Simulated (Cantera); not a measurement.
Pyrogenic steam for wet oxidation

An isothermal, constant-pressure homogeneous reactor starts with 16.8 % H2, 42.0 % O2, 41.2 % N2, at 1423 K and 0.385 atm.

Cantera simulation using GRI-Mech 3.0 (53 species, 325 reactions); the numbers are that mechanism's predictions, not measurements. The temperature is held fixed by assumption; the heat of reaction is taken as removed at once.

| t (s) | x H2 | x O2 | x NO | x O | x NO2 | x OH | x N2O |
|---|---|---|---|---|---|---|---|
| 1.00e-6 | 0.168 | 0.420 | <1e-12 | 1.61e-8 | <1e-12 | 1.42e-8 | <1e-12 |
| 3.35e-6 | 0.168 | 0.420 | <1e-12 | 1.67e-7 | <1e-12 | 1.36e-7 | <1e-12 |
| 1.12e-5 | 0.168 | 0.420 | <1e-12 | 1.59e-5 | <1e-12 | 1.27e-5 | 2.58e-12 |
| 3.76e-5 | 0.0126 | 0.333 | 2.30e-6 | 0.0472 | 5.14e-10 | 0.0140 | 3.84e-8 |
| 0.000126 | 0.00298 | 0.358 | 7.21e-6 | 0.0110 | 5.23e-9 | 0.00690 | 1.18e-7 |
| 0.000422 | 0.000255 | 0.366 | 7.45e-6 | 0.000903 | 2.57e-8 | 0.00198 | 1.79e-7 |
| 0.00141 | 2.50e-5 | 0.367 | 7.44e-6 | 9.42e-5 | 4.35e-8 | 0.000647 | 2.03e-7 |
| 0.00474 | 3.92e-6 | 0.367 | 7.45e-6 | 1.60e-5 | 3.61e-8 | 0.000267 | 2.10e-7 |
| 0.0159 | 8.94e-7 | 0.367 | 7.46e-6 | 3.79e-6 | 2.99e-8 | 0.000130 | 2.00e-7 |
| 0.0532 | 3.57e-7 | 0.367 | 7.45e-6 | 1.51e-6 | 3.88e-8 | 8.19e-5 | 1.56e-7 |
| 0.178 | 3.12e-7 | 0.367 | 7.45e-6 | 1.32e-6 | 4.21e-8 | 7.63e-5 | 7.17e-8 |
| 0.597 | 3.12e-7 | 0.367 | 7.45e-6 | 1.31e-6 | 4.21e-8 | 7.63e-5 | 2.59e-8 |
| 2.00 | 3.12e-7 | 0.367 | 7.46e-6 | 1.31e-6 | 4.21e-8 | 7.63e-5 | 2.44e-8 |
x: mole fraction; the columns are a selection and need not sum to one.

Equilibrium at this temperature and pressure: H2 3.12e-7, O2 0.367, NO 0.000825, O 1.31e-6, NO2 4.65e-6, OH 7.63e-5, N2O 2.45e-8 (gas phase only).
